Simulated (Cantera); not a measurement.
A Cantera script and its output.

```python
import numpy as np
import cantera as ct

gas = ct.Solution("h2o2.yaml")
gas.TPX = 623, 500000, {'H2': 1, 'O2': 0.658, 'N2': 2.47}
flame = ct.FreeFlame(gas, width=0.013)
flame.set_refine_criteria(ratio=3, slope=0.08, curve=0.16)
flame.transport_model = "mixture-averaged"
flame.solve(loglevel=0, auto=True)
flame.transport_model = "multicomponent"
flame.soret_enabled = True
flame.solve(loglevel=0, refine_grid=True)
z, T = flame.grid, flame.T
thick = (T[-1] - T[0]) / np.gradient(T, z).max()
show = ['H2', 'O2', 'OH', 'H', 'H2O2', 'O']
print(f"laminar burning velocity  {flame.velocity[0] * 100:.3f} cm/s")
print(f"burnt temperature         {T[-1]:.1f} K")
print(f"thermal thickness         {thick * 1e3:.4f} mm")
print(f"grid points               {len(z)}")
z0 = z[flame.heat_release_rate.argmax()]
print(f"{'z/mm':>9s}{'T/K':>9s}{'u/(m/s)':>9s}" + "".join(f"{s:>11s}" for s in show))
rows = []
for k in (-3, -2, -1.5, -1, -0.5, -0.25, 0, 0.25, 0.5, 1, 2, 4, 8):
    zz = z0 + k * thick
    rows.append([k * thick, np.interp(zz, z, T), np.interp(zz, z, flame.velocity),
                 *(np.interp(zz, z, flame.X[gas.species_index(s)]) for s in show)])
    print(f"{rows[-1][0] * 1e3:9.3f}{rows[-1][1]:9.1f}{rows[-1][2]:9.3f}" + "".join(f"{x:11.3e}" for x in rows[-1][3:]))
```

Result:

```
laminar burning velocity  464.433 cm/s
burnt temperature         2333.9 K
thermal thickness         0.0574 mm
grid points               113
     z/mm      T/K  u/(m/s)         H2         O2         OH          H       H2O2          O
   -0.172    623.0    4.644  2.422e-01  1.594e-01  8.104e-14  6.632e-14  4.129e-11  2.022e-12
   -0.115    623.0    4.642  2.417e-01  1.595e-01  6.913e-12  5.755e-12  1.523e-09  1.724e-10
   -0.086    623.2    4.634  2.402e-01  1.598e-01  1.962e-10  1.716e-10  2.666e-08  4.771e-09
   -0.057    624.7    4.612  2.341e-01  1.611e-01  5.040e-09  8.007e-09  3.662e-07  8.846e-08
   -0.029    691.4    4.897  1.960e-01  1.663e-01  6.510e-05  6.548e-05  3.559e-05  1.716e-05
   -0.014    974.1    6.690  1.504e-01  1.562e-01  9.828e-04  2.039e-03  8.351e-05  4.415e-04
    0.000   1387.9    9.378  9.019e-02  1.198e-01  3.760e-03  9.930e-03  2.341e-05  3.362e-03
    0.014   1687.5   11.347  4.385e-02  8.042e-02  9.102e-03  1.557e-02  5.411e-06  7.173e-03
    0.029   1858.2   12.459  2.483e-02  6.126e-02  1.310e-02  1.455e-02  3.286e-06  8.481e-03
    0.057   2029.4   13.525  1.549e-02  5.165e-02  1.519e-02  9.174e-03  2.000e-06  7.091e-03
    0.115   2170.2   14.362  9.936e-03  4.813e-02  1.394e-02  4.147e-03  1.297e-06  4.280e-03
    0.229   2264.9   14.904  5.279e-03  4.655e-02  1.094e-02  1.443e-03  8.873e-07  2.133e-03
    0.459   2313.7   15.176  2.541e-03  4.617e-02  7.989e-03  4.676e-04  6.768e-07  1.022e-03
```

Detailed kinetics in Cantera: the H2/O2 subset of GRI-Mech 3.0, which has no nitrogen chemistry. The hydrogen kinetics of GRI-Mech 3.0 are dated; newer H2 mechanisms differ, most at raised pressure. Burning velocities carry a grid error of a few per cent, more on coarse grids.
